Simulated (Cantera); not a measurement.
SiH4 + C3H8 + H2 + CH4 (silicon carbide growth)

Input: 1 mol SiH4, 0.075 mol C3H8, 110 mol H2, 0.12 mol CH4, equilibrated at 96000 Pa.

Method: chemical equilibrium by Gibbs-energy minimisation in Cantera with the NASA 1993 tables (ideal gas, pure condensed phases). Candidate condensed phases: C, C6H6, C7H8, C8H18, Si, SiC; 87 gas species. Mutual solubility and eutectic melting of coexisting phases are not modelled. Gases not in the tables: Si2H6 and higher silanes. The numbers say what is thermodynamically allowed, not how fast it happens.

```
T (°C)   x H2       x H      x Si     x SiH    x SiH2  n Si(l)  n SiC(s)
------  -----  --------  --------  --------  --------  -------  --------
1602    0.999  0.000669   9.44e-6   8.57e-6   4.97e-5    0.650     0.343
1702    0.998   0.00140   3.37e-5   2.37e-5   9.18e-5    0.641     0.342
1802    0.997   0.00271  0.000106   5.94e-5  0.000160    0.622     0.340
1902    0.994   0.00497  0.000301  0.000137  0.000263    0.581     0.335
2002    0.990   0.00862  0.000776  0.000291  0.000414    0.496     0.319
2102    0.982    0.0143   0.00185  0.000578  0.000625    0.324     0.274
2202    0.970    0.0226   0.00404   0.00107  0.000895        0     0.153
```
x: gas mole fraction; n: condensed amount in mol.

From 1602 °C to 2102 °C the condensed part is Si(l) + SiC(s). At 2202 °C the condensed part is SiC(s). The main Si-bearing gas is SiH2 at 1602 °C and Si at 2202 °C. The share of Si in condensed phases is highest at 1602 °C (99.2 %) and lowest at 2202 °C (15.3 %).
